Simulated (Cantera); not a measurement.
Charge: 1 mol SiCl4, 0.66 mol HCl, a varied amount of H2, equilibrated at 1375 K and 0.160 bar.

Method: chemical equilibrium by Gibbs-energy minimisation in Cantera with the NASA 1993 tables (ideal gas, pure condensed phases). Candidate condensed phases: Si; 19 gas species. The tables' values for SiCl3 are old estimates; treat these amounts as uncertain. Rates play no part.

x: gas mole fraction; n: condensed amount in mol.

```csv
n(H2) (mol),x H2,x HCl,x SiCl2,x SiCl4,x SiCl3,n Si(s)
13,0.809,0.125,0.0317,0.0162,0.0106,0
19,0.856,0.0974,0.0272,0.00801,0.00688,0
27,0.888,0.0798,0.0207,0.00394,0.00421,?
38,0.913,0.0670,0.0142,0.00185,0.00239,?
55,0.934,0.0538,0.00894,0.000737,0.00120,?
78,0.951,0.0426,0.00550,0.000279,0.000578,?
110,0.963,0.0330,0.00326,9.81e-5,0.000264,?
160,0.974,0.0244,0.00176,2.87e-5,0.000105,?
230,0.981,0.0179,0.000939,8.13e-6,4.08e-5,?
320,0.986,0.0133,0.000517,2.46e-6,1.66e-5,0.820
460,0.990,0.00950,0.000263,6.37e-7,6.03e-6,0.871
```

Complete the blanks.


- 27, n Si(s): 0.0617
- 38, n Si(s): 0.181
- 55, n Si(s): 0.319
- 78, n Si(s): 0.448
- 110, n Si(s): 0.565
- 160, n Si(s): 0.674
- 230, n Si(s): 0.759
